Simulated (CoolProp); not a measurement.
Properties of hexamethyldisiloxane (MM) along the isobar 1.68 MPa.

The numbers come from the reference Helmholtz-energy equation of state, Thol 2016 in CoolProp.

```tsv
T (°C)	phase	density (kg/m³)	cv (kJ/(kg K))	Joule-Thomson coefficient (K/MPa)	isothermal compressibility (1/MPa)	expansivity (1/kK)
215.25	liquid	499.8	2.025	1.196	0.04449	5.274
231.75	liquid	___	2.083	3.497	0.1466	11.54
248.15	gas	108.5	___	19.60	1.320	12.96
264.65	gas	92.41	2.104	13.79	0.9988	7.655
281.05	gas	82.98	2.126	10.98	0.8763	5.705
297.55	gas	76.25	2.152	9.188	0.8079	4.638
313.95	gas	71.09	___	___	0.7640	3.958
330.45	gas	66.87	___	6.964	0.7329	___
346.85	gas	63.36	2.238	6.206	0.7098	3.117
```

What belongs in the gaps?


- 231.75, density (kg/m³): 442.3
- 248.15, cv (kJ/(kg K)): 2.095
- 313.95, cv (kJ/(kg K)): 2.180
- 313.95, Joule-Thomson coefficient (K/MPa): 7.927
- 330.45, cv (kJ/(kg K)): 2.209
- 330.45, expansivity (1/kK): 3.476
